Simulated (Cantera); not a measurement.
An isothermal, constant-pressure homogeneous reactor starts with C2H6 : N2 = 1 : 38 (molar parts), at 1100 K and 0.370 bar. Integrator tolerance rtol = 1e-08.

Detailed kinetics in Cantera: GRI-Mech 3.0 (53 species, 325 reactions). GRI-Mech 3.0 stops at C3 and has no aromatics, soot or wall deposition, so with more carbon than oxygen in the feed, carbon stays in small species such as C2H2 where larger ones or solid carbon would form.

Task: What does this change do: temperature 1100 to 1900 K?

Result: 
```json
[
 {"quantity": "x(C2H6) at 1.00 s", "before": "0.000884 (gas-phase equilibrium 7.52e-6)", "after": "6.41e-11 (gas-phase equilibrium 1.30e-11)"},
 {"quantity": "x(CH3) at 1.00 s", "before": "4.89e-7 (gas-phase equilibrium 1.08e-7)", "after": "1.89e-6 (gas-phase equilibrium 8.76e-7)"},
 {"quantity": "x(CH2) at 1.00 s", "before": "2.08e-12 (gas-phase equilibrium <1e-12)", "after": "1.37e-8 (gas-phase equilibrium 6.33e-9)"},
 {"quantity": "x(C2H2) at 1.00 s", "before": "0.00339 (gas-phase equilibrium 0.00403)", "after": "0.0243 (gas-phase equilibrium 0.00422)"},
 {"quantity": "x(CH4) at 1.00 s", "before": "0.00192 (gas-phase equilibrium 0.0191)", "after": "1.59e-5 (gas-phase equilibrium 7.37e-6)"},
 {"quantity": "x(HCN) at 1.00 s", "before": "6.23e-12 (gas-phase equilibrium 0.0188)", "after": "0.000109 (gas-phase equilibrium 0.0403)"},
 {"quantity": "x(H) at 1.00 s", "before": "2.77e-7 (gas-phase equilibrium 5.93e-9)", "after": "0.000290 (gas-phase equilibrium 0.000290)"}
]
```
